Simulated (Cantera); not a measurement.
# Adiabatic ignition

An adiabatic, constant-pressure homogeneous reactor starts with 7.84 % CO, 4.16 % H2, 0.251 % CH4, 10.8 % O2, 76.9 % N2, equivalence ratio 0.60, at 1448 K and 7.70 bar.

Computed with Cantera and GRI-Mech 3.0 (53 species, 325 reactions).

| t (s) | T (K) | x CO | x H2 | x CH4 | x CH2O | x O2 |
|---|---|---|---|---|---|---|
| 2.00e-6 | 1448 | 0.0784 | 0.0416 | 0.00251 | 1.17e-8 | 0.108 |
| 8.38e-6 | 1798 | 0.0613 | 0.00248 | 2.09e-8 | 7.01e-9 | 0.0714 |
| 3.52e-5 | 2261 | 0.0118 | 0.00102 | <1e-12 | 3.37e-11 | 0.0495 |
| 0.000147 | 2356 | 0.00293 | 0.000276 | <1e-12 | 2.39e-12 | 0.0464 |
| 0.000618 | 2361 | 0.00238 | 0.000236 | <1e-12 | 1.73e-12 | 0.0461 |
| 0.00259 | 2359 | 0.00237 | 0.000235 | <1e-12 | 1.71e-12 | 0.0457 |
| 0.0109 | 2354 | 0.00233 | 0.000231 | <1e-12 | 1.66e-12 | 0.0444 |
| 0.0455 | 2347 | 0.00227 | 0.000227 | <1e-12 | 1.59e-12 | 0.0426 |
| 0.191 | 2346 | 0.00227 | 0.000227 | <1e-12 | 1.59e-12 | 0.0423 |
| 0.800 | 2346 | 0.00227 | 0.000227 | <1e-12 | 1.59e-12 | 0.0423 |
x: mole fraction; the columns are a selection and need not sum to one.

```yaml
time_of_steepest_temperature_rise: 6.30 µs
temperature at 0.800 s: 2346 K
equilibrium_temperature: 2346 K
x(CO) at 0.800 s: 0.00227 (gas-phase equilibrium 0.00227)
x(H2) at 0.800 s: 0.000227 (gas-phase equilibrium 0.000227)
x(CH4) at 0.800 s: <1e-12 (gas-phase equilibrium <1e-12)
```
